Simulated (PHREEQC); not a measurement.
HCl is added in steps, without added water, to 1 kg of water holding 0.075 mol/kgw ZnSO4, 0.23 mol/kgw NaOH and 0.003 mol/kgw NiCl2, at 20 °C. Oxygen alone is held at its pressure in air (log pO2 = -0.68). No CO2 enters from the air. Solids allowed: Zn(OH)2-a, Zn4(OH)6SO4, Zn5(OH)8Cl2, Ni(OH)2, Ni4(OH)6SO4, Halite, Mirabilite, Goslarite, Morenosite. Others were left out.

Base run: PHREEQC, ion-association model, wateq4f.dat. Each further column changes one thing. The table gives pH.

```
HCl added (mol)   base  all activity coefficients set to 1  Davies equation for every ion  Debye-Hückel limiting law  metal-ligand complexes left out
---------------  -----  ----------------------------------  -----------------------------  -------------------------  -------------------------------
0                12.83                               13.01                          12.86                      12.69                            12.83
0.013            12.76                               12.93                          12.78                      12.62                            12.75
0.026            12.66                               12.83                          12.69                      12.52                            12.65
0.039            12.53                               12.70                          12.56                      12.40                            12.52
0.052            12.33                               12.50                          12.36                      12.21                            12.32
0.065            11.95                               12.11                          11.98                      11.83                            11.94
0.078            10.62                               10.78                          10.65                      10.50                            10.61
0.091            10.62                               10.78                          10.65                      10.50                            10.61
0.104             8.95                                9.06                           8.97                       9.02                             8.79
0.117             7.04                                7.09                           7.05                       7.25                             6.85
0.13              6.84                                6.86                           6.85                       7.08                             6.63
```

The database's Ni(OH)2 is the aged solid; a fresh precipitate is more soluble.
